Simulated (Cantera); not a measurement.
Cantera run:

```python
import numpy as np
import cantera as ct

gas_names = """
    H HO2 H2 H2O H2O2 O OH O2 O3 P PH PH3 PO PO2 P2 P4 P4O10
""".split()
cond_names = """
    H2O(s) H2O(L) P(cr) P(L) P4O10(s)
""".split()


def load(file, names, dense=False):
    # The tables refer to 1 bar. Condensed volumes are neglected.
    table = {s.name: s for s in ct.Species.list_from_file(file)}
    out = []
    for n in names:
        d = dict(table[n].input_data)
        d["thermo"] = dict(d["thermo"], **{"reference-pressure": 1e5})
        if dense:
            d["equation-of-state"] = {"model": "constant-volume", "density": "1e6 g/cm^3"}
        out.append(ct.Species.from_dict(d))
    return out


gas = ct.Solution(thermo="ideal-gas", species=load("nasa_gas.yaml", gas_names))
cond = {s.name: ct.Solution(thermo="fixed-stoichiometry", species=[s], name=s.name)
        for s in load("nasa_condensed.yaml", cond_names, dense=True)}
atoms = {
    'PH3': {'P': 1, 'H': 3},
    'O2': {'O': 2},
}
top_T = {'P4O10(s)': 690}  # K; cautious upper limits of use, not melting points


def equilibrate(T, P, feed):
    n = {}
    for name, mol in feed.items():
        for a, k in atoms[name].items():
            n[a] = n.get(a, 0.0) + k * mol
    gas.TPX = T, P, n
    mass = sum(n.values()) * gas.mean_molecular_weight
    gas.equilibrate("TP")
    valid = [c for c in cond.values() if c.min_temp <= T <= top_T.get(c.name, c.max_temp)]
    mix = ct.Mixture([(gas, mass / gas.mean_molecular_weight)] + [(c, 0.0) for c in valid])
    mix.T, mix.P = T, P
    mix.equilibrate("TP", solver="vcs", rtol=1e-11, max_steps=5000)
    return mix


results = []
T = 2925  # K
P = 19  # Pa
for m in [0.03, 0.051, 0.072, 0.093, 0.11, 0.13, 0.16, 0.18, 0.2, 0.22, 0.24]:
    feed = {'PH3': 1, 'O2': m}  # mol
    mix = equilibrate(T, P, feed)
    results.append((T, P, feed, dict(zip(mix.species_names, mix.species_moles))))
    x = sorted(zip(gas.X, gas.species_names), reverse=True)
    print(f"T = {T:g} K  P = {P:g} Pa  n(O2) = {m:g} mol  gas = {mix.phase_moles(0):.4g} mol")
    print("   x: " + "  ".join(f"{s} {v:.3e}" for v, s in x if v > 0.0001))
    print("   condensed (mol): " + ("  ".join(f"{mix.phase(i).name} {mix.phase_moles(i):.4g}"
          for i in range(1, mix.n_phases) if mix.phase_moles(i) > 1e-12) or "none"))
```

It prints:

```
T = 2925 K  P = 19 Pa  n(O2) = 0.03 mol  gas = 3.972 mol
   x: H 7.418e-01  P 2.319e-01  PO 1.098e-02  H2 6.725e-03  P2 4.425e-03  O 4.063e-03
   condensed (mol): none
T = 2925 K  P = 19 Pa  n(O2) = 0.051 mol  gas = 3.985 mol
   x: H 7.393e-01  P 2.242e-01  PO 1.842e-02  O 7.054e-03  H2 6.680e-03  P2 4.136e-03  OH 1.031e-04
   condensed (mol): none
T = 2925 K  P = 19 Pa  n(O2) = 0.072 mol  gas = 3.998 mol
   x: H 7.368e-01  P 2.166e-01  PO 2.566e-02  O 1.017e-02  H2 6.635e-03  P2 3.862e-03  OH 1.481e-04
   condensed (mol): none
T = 2925 K  P = 19 Pa  n(O2) = 0.093 mol  gas = 4.013 mol
   x: H 7.342e-01  P 2.092e-01  PO 3.269e-02  O 1.341e-02  H2 6.588e-03  P2 3.603e-03  OH 1.946e-04
   condensed (mol): none
T = 2925 K  P = 19 Pa  n(O2) = 0.11 mol  gas = 4.025 mol
   x: H 7.320e-01  P 2.034e-01  PO 3.822e-02  O 1.613e-02  H2 6.548e-03  P2 3.403e-03  OH 2.334e-04
   condensed (mol): none
T = 2925 K  P = 19 Pa  n(O2) = 0.13 mol  gas = 4.039 mol
   x: H 7.294e-01  P 1.966e-01  PO 4.453e-02  O 1.944e-02  H2 6.501e-03  P2 3.180e-03  OH 2.803e-04
   condensed (mol): none
T = 2925 K  P = 19 Pa  n(O2) = 0.16 mol  gas = 4.062 mol
   x: H 7.252e-01  P 1.867e-01  PO 5.361e-02  O 2.464e-02  H2 6.428e-03  P2 2.869e-03  OH 3.532e-04
   condensed (mol): none
T = 2925 K  P = 19 Pa  n(O2) = 0.18 mol  gas = 4.078 mol
   x: H 7.224e-01  P 1.803e-01  PO 5.939e-02  O 2.827e-02  H2 6.378e-03  P2 2.676e-03  OH 4.036e-04
   condensed (mol): none
T = 2925 K  P = 19 Pa  n(O2) = 0.2 mol  gas = 4.095 mol
   x: H 7.194e-01  P 1.741e-01  PO 6.494e-02  O 3.202e-02  H2 6.326e-03  P2 2.495e-03  OH 4.552e-04  PO2 1.035e-04
   condensed (mol): none
T = 2925 K  P = 19 Pa  n(O2) = 0.22 mol  gas = 4.112 mol
   x: H 7.164e-01  P 1.681e-01  PO 7.028e-02  O 3.589e-02  H2 6.273e-03  P2 2.325e-03  OH 5.081e-04  PO2 1.256e-04
   condensed (mol): none
T = 2925 K  P = 19 Pa  n(O2) = 0.24 mol  gas = 4.13 mol
   x: H 7.133e-01  P 1.622e-01  PO 7.538e-02  O 3.989e-02  H2 6.218e-03  P2 2.166e-03  OH 5.623e-04  PO2 1.497e-04
   condensed (mol): none
```

These are equilibrium values from Cantera (NASA tables, ideal gas, pure condensed phases), not measurements of a reactor. Gases not in the tables: HPO2, HPO3 and P4O6.
